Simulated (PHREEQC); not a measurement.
A column of 0.2 m (40 cells, dispersivity 0.016 m, 300 s a shift, diffusion coefficient 3e-10 m²/s) holds 0.00047 eq of the database's cation exchanger X per kg of pore water, first in equilibrium with 0.014 mol/kgw SrCl2 and 1e-05 mol/kgw HCl. It is flushed with 0.00034 mol LiCl and 1e-05 mol HCl per kg of water, at 25 °C. Values are for the last cell. No CO2 enters from the air. Precipitation was switched off in this run.

Base run: PHREEQC, ion-association model, phreeqc.dat. Each further column changes one thing. The table gives LiX on the exchanger (mol/kgw).

```json
[
 {"pore volumes": "0", "base": "0", "exchange capacity from 0.00047 to 0.00023 eq/kgw": "0", "dispersivity from 0.016 to 0.032 m": "0"},
 {"pore volumes": "0.9125", "base": "2.61e-7", "exchange capacity from 0.00047 to 0.00023 eq/kgw": "1.28e-7", "dispersivity from 0.016 to 0.032 m": "…"},
 {"pore volumes": "1.663", "base": "1.44e-6", "exchange capacity from 0.00047 to 0.00023 eq/kgw": "…", "dispersivity from 0.016 to 0.032 m": "1.08e-6"},
 {"pore volumes": "2.413", "base": "4.99e-6", "exchange capacity from 0.00047 to 0.00023 eq/kgw": "…", "dispersivity from 0.016 to 0.032 m": "…"},
 {"pore volumes": "3.312", "base": "1.40e-5", "exchange capacity from 0.00047 to 0.00023 eq/kgw": "…", "dispersivity from 0.016 to 0.032 m": "…"},
 {"pore volumes": "4.213", "base": "2.11e-5", "exchange capacity from 0.00047 to 0.00023 eq/kgw": "1.26e-5", "dispersivity from 0.016 to 0.032 m": "1.34e-5"},
 {"pore volumes": "4.963", "base": "2.50e-5", "exchange capacity from 0.00047 to 0.00023 eq/kgw": "1.52e-5", "dispersivity from 0.016 to 0.032 m": "…"}
]
```

Q: What belongs in the gaps?

A: 
- 0.9125, dispersivity from 0.016 to 0.032 m: 3.01e-7
- 1.663, exchange capacity from 0.00047 to 0.00023 eq/kgw: 7.10e-7
- 2.413, exchange capacity from 0.00047 to 0.00023 eq/kgw: 2.51e-6
- 2.413, dispersivity from 0.016 to 0.032 m: 2.59e-6
- 3.312, exchange capacity from 0.00047 to 0.00023 eq/kgw: 7.91e-6
- 3.312, dispersivity from 0.016 to 0.032 m: 6.59e-6
- 4.963, dispersivity from 0.016 to 0.032 m: 1.88e-5
